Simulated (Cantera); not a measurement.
A perfectly stirred reactor is fed with 11.9 % CH4, 0.380 % H2, 18.4 % O2, 69.3 % N2, equivalence ratio 1.3, at 100000 Pa; it is adiabatic with a 600 K inlet, and is followed from long to short residence time, starting on the burning branch (τ in s: 0.041, 0.017, 0.0071, 0.003, 0.0012, 0.00051, 0.00021, 8.9e-05, 3.7e-05, 1.6e-05, 6.5e-06).

Detailed kinetics in Cantera: GRI-Mech 3.0 (53 species, 325 reactions).

Q: Predict: blow-out, bracketed by the residence times tried; x(CH4) at τ = 41.0 ms; x(H2) at τ = 41.0 ms; x(O2) at τ = 41.0 ms; x(CH3) at τ = 41.0 ms; x(NO2) at τ = 41.0 ms; x(CH4) at τ = 0.510 ms; x(H2) at τ = 0.510 ms; x(O2) at τ = 0.510 ms; x(CH3) at τ = 0.510 ms; x(NO2) at τ = 0.510 ms.

A: 
```
Item                                                                          Result
------------------------------------------------  ----------------------------------
blow-out, bracketed by the residence times tried  burning at 89.0 µs, out at 37.0 µs
x(CH4) at τ = 41.0 ms                                                        1.82e-5
x(H2) at τ = 41.0 ms                                                          0.0425
x(O2) at τ = 41.0 ms                                                        0.000254
x(CH3) at τ = 41.0 ms                                                        1.41e-5
x(NO2) at τ = 41.0 ms                                                        8.67e-9
x(CH4) at τ = 0.510 ms                                                      0.000289
x(H2) at τ = 0.510 ms                                                         0.0435
x(O2) at τ = 0.510 ms                                                        0.00348
x(CH3) at τ = 0.510 ms                                                      0.000227
x(NO2) at τ = 0.510 ms                                                       9.16e-9
```
